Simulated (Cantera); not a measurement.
Input: 1 mol Si, 1.4 mol HCl, 9.9 mol N₂, held at 1.40 mbar.

Equilibrium computed with Cantera from the NASA thermochemical tables; the gas is ideal and each condensed phase is pure. Candidate condensed phases: NH₄Cl, Si, Si₃N₄; 28 gas species. N₂ is the only nitrogen source here; it is nearly inert below about 1500 K, so the nitride shown seldom forms there in practice. Kinetics and transport are ignored.

Over these rows the condensed part is Si₃N₄(s). Partial pressures as log10 of bar:

```json
[
 {"T (K)": "675", "1000/T (1/K)": "1.4815", "log p SiHCl₃": "-9.05", "log p N₂": "-2.91", "log p HCl": "-3.96", "log p H₂": "-4.42", "log p SiCl₄": "-4.72"},
 {"T (K)": "775", "1000/T (1/K)": "1.2903", "log p SiHCl₃": "-8.53", "log p N₂": "-2.91", "log p HCl": "-3.92", "log p H₂": "-4.48", "log p SiCl₄": "-4.78"},
 {"T (K)": "875", "1000/T (1/K)": "1.1429", "log p SiHCl₃": "-8.14", "log p N₂": "-2.91", "log p HCl": "-3.90", "log p H₂": "-4.54", "log p SiCl₄": "-4.84"},
 {"T (K)": "975", "1000/T (1/K)": "1.0256", "log p SiHCl₃": "-7.83", "log p N₂": "-2.91", "log p HCl": "-3.88", "log p H₂": "-4.58", "log p SiCl₄": "-4.88"},
 {"T (K)": "1075", "1000/T (1/K)": "0.9302", "log p SiHCl₃": "?", "log p N₂": "-2.91", "log p HCl": "-3.86", "log p H₂": "-4.62", "log p SiCl₄": "-4.93"},
 {"T (K)": "1175", "1000/T (1/K)": "0.8511", "log p SiHCl₃": "-7.40", "log p N₂": "-2.91", "log p HCl": "-3.86", "log p H₂": "-4.64", "log p SiCl₄": "-4.99"}
]
```

Problem. Fit log p(SiHCl₃) = a + b·(1000/T) to the five rows, give the apparent enthalpy, and predict the row at 1075 K.

Solution. Means: 1000/T = 1.1583, log p = -8.190. Sxy = -0.614062, Sxx = 0.2341005, so b = -2.62 and a = -8.190 − (-2.62)×1.1583 = -5.16.
Apparent enthalpy: −19.145 × (-2.62) = 50 kJ/mol. With the condensed phases at unit activity, 1/3 Si₃N₄(s) + 3 HCl(g) = SiHCl₃(g) + 2/3 N₂(g) + H₂(g) links this pressure to the main gases: over the six rows their terms move log p by +0.52 in all, so the slope isn't that reaction's ΔH° alone. The five rows lie within 0.02 of the line.
Prediction at 1075 K: -5.16 + (-2.62)×0.9302 = -7.60. The computed value is -7.58, 0.02 from the line.
